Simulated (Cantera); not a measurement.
Input (Python, Cantera) and output of one run.

```python
import numpy as np
import cantera as ct

gas_names = """
    H HO2 H2 H2O H2O2 O OH O2 O3 V VO VO2
""".split()
cond_names = """
    H2O(s) H2O(L) V(cr) V(L) VO(s) VO(L) V2O3(s) V2O3(L) V2O4(I) V2O4(II) V2O4(L) V2O5(s) V2O5(L)
""".split()


# ... load() reads the species with a 1 bar reference pressure and builds the phases ...
atoms = {
    'V2O5': {'V': 2, 'O': 5},
    'H2': {'H': 2},
}
top_T = {}  # K; cautious upper limits of use, not melting points


# ... equilibrate(T, P, feed) seeds the gas with the atoms and calls Mixture.equilibrate('TP', solver="vcs", rtol=1e-11, max_steps=5000) ...
results = []
feed = {'V2O5': 1, 'H2': 250}  # mol
P = 133.322  # Pa
for T in [1175, 1225, 1275, 1325, 1375, 1425, 1475, 1525, 1575, 1625, 1675, 1725, 1775, 1825]:
    mix = equilibrate(T, P, feed)
    results.append((T, P, feed, dict(zip(mix.species_names, mix.species_moles))))
    x = sorted(zip(gas.X, gas.species_names), reverse=True)
    print(f"T = {T:g} K  P = {P:g} Pa  gas = {mix.phase_moles(0):.4g} mol")
    print("   x: " + "  ".join(f"{s} {v:.3e}" for v, s in x if v > 0.0001))
    print("   condensed (mol): " + ("  ".join(f"{mix.phase(i).name} {mix.phase_moles(i):.4g}"
          for i in range(1, mix.n_phases) if mix.phase_moles(i) > 1e-12) or "none"))
```

Output:

```
T = 1175 K  P = 133.322 Pa  gas = 250 mol
   x: H2 9.920e-01  H2O 8.000e-03
   condensed (mol): V2O3(s) 1
T = 1225 K  P = 133.322 Pa  gas = 250 mol
   x: H2 9.920e-01  H2O 8.000e-03
   condensed (mol): V2O3(s) 1
T = 1275 K  P = 133.322 Pa  gas = 250 mol
   x: H2 9.920e-01  H2O 8.000e-03
   condensed (mol): V2O3(s) 1
T = 1325 K  P = 133.322 Pa  gas = 250 mol
   x: H2 9.920e-01  H2O 8.000e-03
   condensed (mol): V2O3(s) 1
T = 1375 K  P = 133.322 Pa  gas = 250 mol
   x: H2 9.919e-01  H2O 8.000e-03
   condensed (mol): V2O3(s) 1
T = 1425 K  P = 133.322 Pa  gas = 250 mol
   x: H2 9.918e-01  H2O 7.999e-03  H 1.861e-04
   condensed (mol): V2O3(s) 1
T = 1475 K  P = 133.322 Pa  gas = 250 mol
   x: H2 9.916e-01  H2O 7.998e-03  H 3.537e-04
   condensed (mol): V2O3(s) 1
T = 1525 K  P = 133.322 Pa  gas = 250.1 mol
   x: H2 9.914e-01  H2O 7.997e-03  H 6.451e-04
   condensed (mol): V2O3(s) 0.9999
T = 1575 K  P = 133.322 Pa  gas = 250.1 mol
   x: H2 9.909e-01  H2O 7.994e-03  H 1.133e-03
   condensed (mol): V2O3(s) 0.9996
T = 1625 K  P = 133.322 Pa  gas = 250.2 mol
   x: H2 9.901e-01  H2O 7.988e-03  H 1.923e-03
   condensed (mol): V2O3(s) 0.9989
T = 1675 K  P = 133.322 Pa  gas = 250.4 mol
   x: H2 9.882e-01  H2O 8.615e-03  H 3.161e-03
   condensed (mol): VO(s) 0.3201  V2O3(s) 0.8366
T = 1725 K  P = 133.322 Pa  gas = 250.7 mol
   x: H2 9.842e-01  H2O 1.065e-02  H 5.046e-03
   condensed (mol): VO(s) 1.355  V2O3(s) 0.3124
T = 1775 K  P = 133.322 Pa  gas = 251 mol
   x: H2 9.802e-01  H2O 1.177e-02  H 7.848e-03  VO2 1.755e-04
   condensed (mol): VO(s) 1.949
T = 1825 K  P = 133.322 Pa  gas = 251.6 mol
   x: H2 9.761e-01  H 1.192e-02  H2O 1.154e-02  VO2 3.732e-04
   condensed (mol): VO(s) 1.887
```

Cantera equilibrium calculation (NASA polynomials, part measured and part estimated; ideal gas, pure solids and liquids). Mutual solubility and eutectic melting of coexisting phases are not modelled. VO: taken at fixed stoichiometry. Condensed phases not in the tables: the oxides between V2O3 and V2O5 other than VO2.
